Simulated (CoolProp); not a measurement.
A closed Brayton cycle with nitrogen: compressor inlet 330.15 K and 3.4 MPa, high pressure 11.9 MPa, turbine inlet 760 K, compressor efficiency 0.85, turbine efficiency 0.85, recuperator effectiveness 0.95 (on enthalpy, no pinch check). Each further row changes one setting.

Values from CoolProp's reference Helmholtz-energy equation of state, Span 2000.

```
case                           thermal efficiency (%)  net work (kJ/kg)  compressor to turbine work  compressor exit (K)  turbine exit (K)
-----------------------------  ----------------------  ----------------  --------------------------  -------------------  ----------------
as stated                                        14.4              31.1                        0.85                498.4             572.7
turbine inlet 710 K                               ___               ___                        0.91                498.4             533.4
compressor inlet 340.15 K                        11.9               ___                        0.88                  ___             572.7
high pressure 10.1 MPa                           17.9               ___                        0.81                  ___               ___
recuperator effectiveness 0.5                     ___              31.1                        0.85                498.4             572.7
```

### Question
What belongs in the gaps?

### Answer

- turbine inlet 710 K, thermal efficiency (%): 8.6
- turbine inlet 710 K, net work (kJ/kg): 17.1
- compressor inlet 340.15 K, net work (kJ/kg): 25.6
- compressor inlet 340.15 K, compressor exit (K): 513.2
- high pressure 10.1 MPa, net work (kJ/kg): 34.9
- high pressure 10.1 MPa, compressor exit (K): 472.9
- high pressure 10.1 MPa, turbine exit (K): 594.1
- recuperator effectiveness 0.5, thermal efficiency (%): 12.4
